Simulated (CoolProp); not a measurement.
Aqueous potassium carbonate as a coolant, 25 % by mass, freezing at -12.8 °C, 1 atm.

Model: Melinder's fits for secondary coolants, in CoolProp.

| T (°C) | conductivity (W/(m K)) | viscosity (mPa s) | cp (kJ/(kg K)) | Prandtl number |
|---|---|---|---|---|
| -5.3 | 0.533 | ? | 3.086 | 22.9 |
| -1.6 | 0.539 | ? | 3.091 | 20.2 |
| 2.2 | 0.545 | ? | ? | 18.0 |
| 6 | ? | 2.85 | 3.103 | 16.1 |
| 9.8 | 0.557 | ? | 3.108 | 14.5 |
| 13.5 | 0.563 | 2.38 | 3.114 | 13.1 |
| 17.3 | 0.570 | 2.18 | 3.119 | 11.9 |
| 21.1 | 0.576 | 2.01 | 3.125 | 10.9 |
| 24.9 | 0.582 | 1.86 | 3.131 | 10.0 |
| 28.6 | 0.589 | 1.73 | 3.136 | 9.22 |
| 32.4 | 0.595 | 1.61 | 3.142 | 8.49 |
| 36.2 | 0.601 | ? | 3.147 | 7.83 |

Task: What belongs in the gaps?

Result: 
- -5.3, viscosity (mPa s): 3.95
- -1.6, viscosity (mPa s): 3.52
- 2.2, viscosity (mPa s): 3.16
- 2.2, cp (kJ/(kg K)): 3.097
- 6, conductivity (W/(m K)): 0.551
- 9.8, viscosity (mPa s): 2.59
- 36.2, viscosity (mPa s): 1.50
